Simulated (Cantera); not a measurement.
An isothermal, constant-pressure homogeneous reactor starts with 0.353 % CO, 4.00 % O2, 0.296 % H2O, 95.3 % N2, equivalence ratio 0.044, at 973 K and 9.67 atm.

Model: GRI-Mech 3.0 (53 species, 325 reactions), integrated in Cantera.

x: mole fraction; the columns are a selection and need not sum to one.

```tsv
t (s)	x CO	x O2	x H2O	x CO2	x H	x O	x H2
1.00e-5	0.00353	0.0400	0.00296	7.94e-12	<1e-12	7.75e-12	<1e-12
3.51e-5	0.00353	0.0400	0.00296	2.89e-11	<1e-12	2.64e-11	<1e-12
0.000123	0.00353	0.0400	0.00296	1.14e-10	<1e-12	8.33e-11	<1e-12
0.000433	0.00353	0.0400	0.00296	5.29e-10	<1e-12	2.09e-10	<1e-12
0.00152	0.00353	0.0400	0.00296	___	<1e-12	3.13e-10	<1e-12
0.00534	0.00353	0.0400	0.00296	___	<1e-12	3.36e-10	1.17e-12
0.0187	0.00353	0.0400	0.00296	___	1.34e-12	3.98e-10	1.05e-11
0.0658	0.00353	0.0400	0.00296	___	5.84e-12	6.99e-10	1.48e-10
0.231	0.00351	0.0400	0.00296	___	4.03e-11	2.56e-9	4.97e-9
0.811	0.00330	0.0399	0.00296	___	7.20e-11	3.93e-9	8.00e-8
2.85	0.00262	0.0396	0.00296	___	5.59e-11	3.44e-9	2.13e-7
10.0	0.00129	0.0390	0.00296	___	2.44e-11	2.12e-9	1.54e-7
```

**Question.** What belongs in the gaps?

**Answer.** 
- 0.00152, x CO2: 2.67e-9
- 0.00534, x CO2: 1.40e-8
- 0.0187, x CO2: 9.91e-8
- 0.0658, x CO2: 1.12e-6
- 0.231, x CO2: 2.17e-5
- 0.811, x CO2: 0.000233
- 2.85, x CO2: 0.000913
- 10.0, x CO2: 0.00224
